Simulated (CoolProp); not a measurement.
A single-stage vapour-compression cycle with R124: evaporating at 267.15 K (dew point), condensing at 294.15 K (bubble point), superheat 2 K, subcooling 2 K, compressor efficiency 0.9, no pressure losses. Each further row changes one setting.

Computed with CoolProp (reference Helmholtz-energy equation of state, de Vries 1995).

```json
[
 {"case": "as stated", "cooling COP": "8.04", "pressure ratio": "2.61", "discharge temperature (K)": "297.8", "refrigerating effect (kJ/kg)": "137", "volumetric capacity (kJ/m³)": "1140"},
 {"case": "evaporating temperature 272.15 K", "cooling COP": "10.3", "pressure ratio": "[?]", "discharge temperature (K)": "297.2", "refrigerating effect (kJ/kg)": "140", "volumetric capacity (kJ/m³)": "1390"},
 {"case": "condensing temperature 289.15 K", "cooling COP": "[?]", "pressure ratio": "2.22", "discharge temperature (K)": "[?]", "refrigerating effect (kJ/kg)": "143", "volumetric capacity (kJ/m³)": "1180"},
 {"case": "subcooling 7 K", "cooling COP": "8.37", "pressure ratio": "2.61", "discharge temperature (K)": "297.8", "refrigerating effect (kJ/kg)": "143", "volumetric capacity (kJ/m³)": "1180"},
 {"case": "superheat 12 K", "cooling COP": "8.10", "pressure ratio": "2.61", "discharge temperature (K)": "307.9", "refrigerating effect (kJ/kg)": "144", "volumetric capacity (kJ/m³)": "1150"},
 {"case": "compressor efficiency 0.8", "cooling COP": "7.15", "pressure ratio": "2.61", "discharge temperature (K)": "300.4", "refrigerating effect (kJ/kg)": "137", "volumetric capacity (kJ/m³)": "1140"}
]
```

Complete the blanks.


- evaporating temperature 272.15 K, pressure ratio: 2.15
- condensing temperature 289.15 K, cooling COP: 10.1
- condensing temperature 289.15 K, discharge temperature (K): 292.7
